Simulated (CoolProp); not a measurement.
A single-stage vapour-compression cycle with the fluid: evaporating at 277.15 K (dew point), condensing at 297.15 K (bubble point), superheat 5 K, subcooling 8 K, compressor efficiency 0.75, no pressure losses. The same conditions are run with several fluids, on thermodynamics alone (safety and materials aside).

Computed with CoolProp (reference Helmholtz-energy equation of state of each fluid (CH2F2 (R32): Tillner-Roth 1997; R236EA: Rui 2013; n-butane: Bücker 2006; R404A: Lemmon 2003; R141b: Lemmon 2006; R1233zd(E): Akasaka 2022)). Blends and air are pseudo-pure fits.

```csv
fluid,cooling COP,pressure ratio,discharge temperature (K),refrigerating effect (kJ/kg),volumetric capacity (kJ/m³)
CH2F2 (R32),9.54,…,324.2,…,7120
R236EA,10.2,2.15,302.6,156,973
n-butane,10.2,1.97,…,362,1120
R404A,9.46,1.80,308.1,150,5020
R141b,10.2,…,…,226,385
R1233zd(E),10.2,2.18,307.9,191,628
```

Problem. Fill in the missing entries.

Solution. 
- CH2F2 (R32), pressure ratio: 1.78
- CH2F2 (R32), refrigerating effect (kJ/kg): 294
- n-butane, discharge temperature (K): 305.7
- R141b, pressure ratio: 2.25
- R141b, discharge temperature (K): 312.6
